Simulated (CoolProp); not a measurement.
Vapour-liquid equilibrium of acetone (1) + water (2) at 1.12 bar; x and y are mole fractions of (1).

Values from CoolProp's multi-fluid Helmholtz-energy mixture model, Lemmon 2006 and Wagner 2002; pair parameters Bell 2016.

Problem. Give the bubble temperature and the first vapour's composition at x = 0.575, 0.65, 0.8. Is there an azeotrope?

Solution. x = 0.575: 63.4 °C, y = 0.828; x = 0.65: 62.7 °C, y = 0.841; x = 0.8: 61.2 °C, y = 0.888. No azeotrope shows between x = 0.05 and 0.95.

The pair parameters rest on a limited set of measurements; away from them the model extrapolates. With so large a gap from Raoult's law the liquid may split in two, which this calculation doesn't test in full.
